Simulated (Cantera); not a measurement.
Charge: 1 mol SO₂, 5.1 mol O₂, at 2050 K and 13300 Pa.

Cantera equilibrium calculation (NASA polynomials, part measured and part estimated; ideal gas, pure solids and liquids). Candidate condensed phases: S; 10 gas species. Kinetics and transport are ignored.

Question: What is the equilibrium state?

Answer: 
```json
{
  "x(O₂)": "0.834",
  "x(SO₂)": "0.163",
  "x(O)": "0.00243",
  "x(SO₃)": "0.000267",
  "x(SO)": "0.000113",
  "gas_amount": "6.107 mol",
  "log10 activity of S(l) (absent)": "-7.72"
}
```
